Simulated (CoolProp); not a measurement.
CH3F (R41) at several states: fugacity coefficient from the reference equation and from simpler models built on Tc = 44.1 °C, pc = 59.06 bar, ω = 0.200; each cubic takes its own stable root.

The numbers come from the reference Helmholtz-energy equation of state, Lemmon 2006 in CoolProp. It is a short technical equation, of lower accuracy than the large ones.

| T (°C) | p (bar) | phase | reference |
|---|---|---|---|
| 53.25 | 29.3 | gas | 0.8300 |
| 69.45 | 1.4 | gas | 0.9928 |
| -124.15 | 0.122 | liquid | 0.2704 |
| -97.45 | 4.06 | liquid | 0.07574 |

Task: How far does each simpler model (Soave-Redlich-Kwong, Peng-Robinson) lie from the reference over these 4 states: mean and median of the absolute difference, and the worst?

Result: 
- Soave-Redlich-Kwong: mean 5.9 %, median 4.3 %, worst -15.0 % at -124.15 °C and 0.122 bar
- Peng-Robinson: mean 2.4 %, median 1.6 %, worst -6.5 % at -124.15 °C and 0.122 bar
